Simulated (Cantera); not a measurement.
Input (Python, Cantera) and output of one run.

```python
import numpy as np
import cantera as ct

gas_names = """
    Mg MgN MgO Mg2 N NO NO2 NO3 N2 N2O O O2 O3
""".split()
cond_names = """
    Mg(cr) Mg(L) MgO(s) MgO(L)
""".split()


# ... load() reads the species with a 1 bar reference pressure and builds the phases ...
atoms = {
    'MgO': {'Mg': 1, 'O': 1},
    'N2': {'N': 2},
}
top_T = {}  # K; cautious upper limits of use, not melting points


# ... equilibrate(T, P, feed) seeds the gas with the atoms and calls Mixture.equilibrate('TP', solver="vcs", rtol=1e-11, max_steps=5000) ...
results = []
feed = {'MgO': 1, 'N2': 0.097}  # mol
T = 1625  # K
P = 9100  # Pa
mix = equilibrate(T, P, feed)
results.append((T, P, feed, dict(zip(mix.species_names, mix.species_moles))))
x = sorted(zip(gas.X, gas.species_names), reverse=True)
print(f"T = {T:g} K  P = {P:g} Pa  gas = {mix.phase_moles(0):.4g} mol")
print("   x: " + "  ".join(f"{s} {v:.3e}" for v, s in x if v > 1e-06))
print("   condensed (mol): " + ("  ".join(f"{mix.phase(i).name} {mix.phase_moles(i):.4g}"
      for i in range(1, mix.n_phases) if mix.phase_moles(i) > 1e-12) or "none"))
```

Result:

```
T = 1625 K  P = 9100 Pa  gas = 0.097 mol
   x: N2 1.000e+00
   condensed (mol): MgO(s) 1
```

These are equilibrium values from Cantera (NASA tables, ideal gas, pure condensed phases), not measurements of a reactor.
